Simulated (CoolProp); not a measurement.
Vapour-liquid equilibrium of ethane (1) + n-pentane (2) at 195 kPa; x and y are mole fractions of (1).

Computed with CoolProp (multi-fluid Helmholtz-energy mixture model, Bücker 2006 and Thol 2019; pair parameters Kunz 2012).

Give the bubble temperature and the first vapour's composition at x = 0.2, 0.275, 0.575. Is there an azeotrope?

x = 0.2: 238.6 K, y = 0.982; x = 0.275: 228.4 K, y = 0.992; x = 0.575: 209.3 K, y = 0.999. No azeotrope shows between x = 0.05 and 0.95.

Pair parameters are fitted to limited data, so mixtures are less certain than the pure fluids. The gap from Raoult's law changes sign with composition, which may be real or a fault of the pair parameters; it wasn't checked against measurements.
